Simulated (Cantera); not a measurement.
Cantera run, input and output.

```python
import numpy as np
import cantera as ct

gas = ct.Solution("gri30.yaml")
gas.TPX = 850, 660000, {'CO': 0.0048, 'O2': 0.031, 'H2O': 0.0014, 'N2': 1}
reactor = ct.IdealGasConstPressureReactor(gas, energy="off", clone=False)
net = ct.ReactorNet([reactor])
net.rtol, net.atol = 1e-08, 1e-18
show = ['CO', 'O2', 'H2O', 'HO2', 'NO2', 'O', 'OH']
times = np.geomspace(0.0003, 200, 14)

steps = ct.SolutionArray(gas, extra=["t"])
rows = []
print(f"{'t/s':>10s}{'T/K':>9s}{'P/Pa':>11s}" + "".join(f"{s:>11s}" for s in show))
for t in times:
    while net.time < t:
        t_next = net.step()
        steps.append(gas.state, t=t_next)
    rows.append([np.interp(t, steps.t, y) for y in (steps.T, steps.P, *steps(*show).X.T)])
    print(f"{t:10.3e}{rows[-1][0]:9.1f}{rows[-1][1]:11.4g}" + "".join(f"{x:11.3e}" for x in rows[-1][2:]))
rate = np.gradient(steps.T, steps.t)
print("integrator steps:", len(steps.t))
if steps.T.max() > steps.T[0] + 200:
    print(f"time of steepest temperature rise: {steps.t[rate.argmax()]:.4e} s")
gas.TPX = 850, 660000, {'CO': 0.0048, 'O2': 0.031, 'H2O': 0.0014, 'N2': 1}
gas.equilibrate("TP")
print(f"equilibrium (TP): T = {gas.T:.1f} K  " + "  ".join(f"{s} {gas[s].X[0]:.3e}" for s in show))
```

It prints:

```
       t/s      T/K       P/Pa         CO         O2        H2O        HO2        NO2          O         OH
 3.000e-04    850.0    6.6e+05  4.628e-03  2.989e-02  1.350e-03  7.974e-14  1.134e-32  4.044e-12  6.841e-15
 8.416e-04    850.0    6.6e+05  4.628e-03  2.989e-02  1.350e-03  5.300e-13  5.125e-31  8.126e-12  1.439e-14
 2.361e-03    850.0    6.6e+05  4.628e-03  2.989e-02  1.350e-03  2.587e-12  1.702e-29  1.125e-11  2.141e-14
 6.624e-03    850.0    6.6e+05  4.628e-03  2.989e-02  1.350e-03  9.157e-12  4.704e-28  1.166e-11  2.690e-14
 1.858e-02    850.0    6.6e+05  4.628e-03  2.989e-02  1.350e-03  2.771e-11  1.484e-26  1.168e-11  4.039e-14
 5.213e-02    850.0    6.6e+05  4.628e-03  2.989e-02  1.350e-03  7.988e-11  6.269e-25  1.172e-11  7.830e-14
 1.462e-01    850.0    6.6e+05  4.628e-03  2.989e-02  1.350e-03  2.271e-10  3.158e-23  1.184e-11  1.853e-13
 4.103e-01    850.0    6.6e+05  4.628e-03  2.989e-02  1.350e-03  6.453e-10  1.827e-21  1.217e-11  4.896e-13
 1.151e+00    850.0    6.6e+05  4.628e-03  2.989e-02  1.350e-03  1.854e-09  1.091e-19  1.315e-11  1.373e-12
 3.229e+00    850.0    6.6e+05  4.627e-03  2.989e-02  1.350e-03  5.467e-09  4.861e-18  1.607e-11  4.040e-12
 9.058e+00    850.0    6.6e+05  4.619e-03  2.988e-02  1.350e-03  1.612e-08  9.949e-17  2.480e-11  1.217e-11
 2.541e+01    850.0    6.6e+05  4.566e-03  2.986e-02  1.350e-03  3.661e-08  2.006e-15  4.207e-11  2.890e-11
 7.129e+01    850.0    6.6e+05  4.336e-03  2.975e-02  1.350e-03  4.574e-08  3.195e-14  4.986e-11  3.702e-11
 2.000e+02    850.0    6.6e+05  3.719e-03  2.945e-02  1.350e-03  4.551e-08  3.199e-13  4.934e-11  3.745e-11
integrator steps: 384
equilibrium (TP): T = 850.0 K  CO 1.643e-15  O2 2.764e-02  H2O 1.353e-03  HO2 2.257e-12  NO2 3.112e-07  O 4.829e-14  OH 1.606e-10
```

Detailed kinetics in Cantera: GRI-Mech 3.0 (53 species, 325 reactions).
